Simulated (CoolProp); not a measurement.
Aqueous propylene glycol as a coolant, 46 % by mass, freezing at -26.9 °C, 1 atm.

Model: Melinder's fits for secondary coolants, in CoolProp.

| T (°C) | density (kg/m³) | conductivity (W/(m K)) | cp (kJ/(kg K)) | viscosity (mPa s) |
|---|---|---|---|---|
| -4.2 | 1050 | 0.362 | 3.516 | 20.8 |
| -1 | 1048 | 0.364 | 3.528 | 16.9 |
| 2.3 | 1047 | 0.366 | 3.540 | 13.8 |
| 5.5 | 1045 | 0.368 | 3.551 | 11.5 |
| 8.8 | 1043 | 0.369 | 3.563 | 9.57 |
| 12.1 | 1041 | 0.371 | 3.575 | 8.05 |
| 15.3 | 1039 | 0.373 | 3.586 | 6.86 |
| 18.6 | 1037 | 0.375 | 3.598 | 5.87 |
| 21.8 | 1036 | 0.376 | 3.610 | 5.09 |
| 25.1 | 1033 | 0.378 | 3.622 | 4.43 |
| 28.3 | 1031 | 0.380 | 3.633 | 3.89 |
| 31.6 | 1029 | 0.382 | 3.645 | 3.44 |
